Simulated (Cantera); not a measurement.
Input (Python, Cantera) and output of one run.

```python
import numpy as np
import cantera as ct

gas_names = """
    O O2 O3 Ta TaO TaO2
""".split()
cond_names = """
    Ta(cr) Ta(L) Ta2O5(s) Ta2O5(L)
""".split()


# ... load() reads the species with a 1 bar reference pressure and builds the phases ...
atoms = {
    'Ta': {'Ta': 1},
    'O2': {'O': 2},
}
top_T = {}  # K; cautious upper limits of use, not melting points


# ... equilibrate(T, P, feed) seeds the gas with the atoms and calls Mixture.equilibrate('TP', solver="vcs", rtol=1e-11, max_steps=5000) ...
results = []
feed = {'Ta': 1, 'O2': 6.4}  # mol
P = 9200  # Pa
for T in [1925, 1950, 1975, 2000, 2025, 2050, 2075, 2100, 2125, 2150, 2175]:
    mix = equilibrate(T, P, feed)
    results.append((T, P, feed, dict(zip(mix.species_names, mix.species_moles))))
    x = sorted(zip(gas.X, gas.species_names), reverse=True)
    print(f"T = {T:g} K  P = {P:g} Pa  gas = {mix.phase_moles(0):.4g} mol")
    print("   x: " + "  ".join(f"{s} {v:.3e}" for v, s in x if v > 1e-05))
    print("   condensed (mol): " + ("  ".join(f"{mix.phase(i).name} {mix.phase_moles(i):.4g}"
          for i in range(1, mix.n_phases) if mix.phase_moles(i) > 1e-12) or "none"))
```

Result:

```
T = 1925 K  P = 9200 Pa  gas = 5.153 mol
   x: O2 9.988e-01  O 1.212e-03
   condensed (mol): Ta2O5(s) 0.5
T = 1950 K  P = 9200 Pa  gas = 5.154 mol
   x: O2 9.985e-01  O 1.487e-03
   condensed (mol): Ta2O5(s) 0.5
T = 1975 K  P = 9200 Pa  gas = 5.155 mol
   x: O2 9.982e-01  O 1.815e-03
   condensed (mol): Ta2O5(s) 0.5
T = 2000 K  P = 9200 Pa  gas = 5.156 mol
   x: O2 9.978e-01  O 2.204e-03
   condensed (mol): Ta2O5(s) 0.5
T = 2025 K  P = 9200 Pa  gas = 5.157 mol
   x: O2 9.973e-01  O 2.663e-03
   condensed (mol): Ta2O5(s) 0.5
T = 2050 K  P = 9200 Pa  gas = 5.158 mol
   x: O2 9.968e-01  O 3.203e-03
   condensed (mol): Ta2O5(s) 0.5
T = 2075 K  P = 9200 Pa  gas = 5.16 mol
   x: O2 9.962e-01  O 3.836e-03
   condensed (mol): Ta2O5(L) 0.5
T = 2100 K  P = 9200 Pa  gas = 5.162 mol
   x: O2 9.954e-01  O 4.573e-03
   condensed (mol): Ta2O5(L) 0.5
T = 2125 K  P = 9200 Pa  gas = 5.164 mol
   x: O2 9.946e-01  O 5.430e-03
   condensed (mol): Ta2O5(L) 0.5
T = 2150 K  P = 9200 Pa  gas = 5.167 mol
   x: O2 9.936e-01  O 6.421e-03
   condensed (mol): Ta2O5(L) 0.5
T = 2175 K  P = 9200 Pa  gas = 5.17 mol
   x: O2 9.924e-01  O 7.564e-03
   condensed (mol): Ta2O5(L) 0.5
```

Equilibrium computed with Cantera from the NASA thermochemical tables; the gas is ideal and each condensed phase is pure.
